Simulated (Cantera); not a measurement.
What does this Cantera script print?

```python
import numpy as np
import cantera as ct

gas = ct.Solution("gri30.yaml")
gas.TPX = 1623, 1000000, {'CH4': 1, 'H2': 0.032, 'O2': 3.01, 'N2': 30.1}
reactor = ct.IdealGasConstPressureReactor(gas, energy="on", clone=False)
net = ct.ReactorNet([reactor])
net.rtol, net.atol = 1e-08, 1e-16
show = ['CH4', 'H2', 'O2', 'CO2', 'H', 'CH2', 'HO2']
times = np.geomspace(1e-06, 5, 13)

steps = ct.SolutionArray(gas, extra=["t"])
rows = []
print(f"{'t/s':>10s}{'T/K':>9s}{'P/Pa':>11s}" + "".join(f"{s:>11s}" for s in show))
for t in times:
    while net.time < t:
        t_next = net.step()
        steps.append(gas.state, t=t_next)
    rows.append([np.interp(t, steps.t, y) for y in (steps.T, steps.P, *steps(*show).X.T)])
    print(f"{t:10.3e}{rows[-1][0]:9.1f}{rows[-1][1]:11.4g}" + "".join(f"{x:11.3e}" for x in rows[-1][2:]))
rate = np.gradient(steps.T, steps.t)
print("integrator steps:", len(steps.t))
if steps.T.max() > steps.T[0] + 200:
    print(f"time of steepest temperature rise: {steps.t[rate.argmax()]:.4e} s")
gas.TPX = 1623, 1000000, {'CH4': 1, 'H2': 0.032, 'O2': 3.01, 'N2': 30.1}
gas.equilibrate("HP")
print(f"equilibrium (HP): T = {gas.T:.1f} K  " + "  ".join(f"{s} {gas[s].X[0]:.3e}" for s in show))
```

Output:

```
       t/s      T/K       P/Pa        CH4         H2         O2        CO2          H        CH2        HO2
 1.000e-06   1623.0      1e+06  2.929e-02  9.375e-04  8.816e-02  1.845e-11  4.100e-08  2.006e-12  4.533e-07
 3.616e-06   1623.0      1e+06  2.928e-02  9.382e-04  8.816e-02  5.794e-10  5.913e-08  1.941e-11  1.484e-06
 1.308e-05   1622.9      1e+06  2.923e-02  9.423e-04  8.814e-02  3.675e-08  1.675e-07  4.244e-10  3.696e-06
 4.729e-05   1625.6      1e+06  2.841e-02  1.046e-03  8.768e-02  4.112e-06  1.280e-06  1.259e-08  1.212e-05
 1.710e-04   2235.2      1e+06  1.633e-18  3.430e-04  2.914e-02  2.799e-02  8.664e-05  5.348e-18  3.053e-06
 6.184e-04   2246.6      1e+06  3.075e-20  1.664e-04  2.888e-02  2.883e-02  2.996e-05  2.781e-20  2.113e-06
 2.236e-03   2246.2      1e+06  2.787e-20  1.662e-04  2.879e-02  2.883e-02  2.989e-05  2.265e-20  2.106e-06
 8.086e-03   2245.0      1e+06  2.762e-20  1.658e-04  2.852e-02  2.884e-02  2.965e-05  2.214e-20  2.082e-06
 2.924e-02   2241.5      1e+06  2.689e-20  1.646e-04  2.774e-02  2.884e-02  2.898e-05  2.069e-20  2.017e-06
 1.057e-01   2236.4      1e+06  2.585e-20  1.631e-04  2.664e-02  2.885e-02  2.806e-05  1.871e-20  1.926e-06
 3.824e-01   2235.2      1e+06  2.560e-20  1.627e-04  2.638e-02  2.885e-02  2.785e-05  1.825e-20  1.904e-06
 1.383e+00   2235.2      1e+06  2.560e-20  1.627e-04  2.638e-02  2.885e-02  2.785e-05  1.825e-20  1.904e-06
 5.000e+00   2235.2      1e+06  2.560e-20  1.627e-04  2.638e-02  2.885e-02  2.785e-05  1.825e-20  1.904e-06
integrator steps: 1709
time of steepest temperature rise: 1.1498e-04 s
equilibrium (HP): T = 2235.2 K  CH4 3.885e-20  H2 1.627e-04  O2 2.638e-02  CO2 2.885e-02  H 2.785e-05  CH2 3.153e-20  HO2 1.904e-06
```

Model: GRI-Mech 3.0 (53 species, 325 reactions), integrated in Cantera.
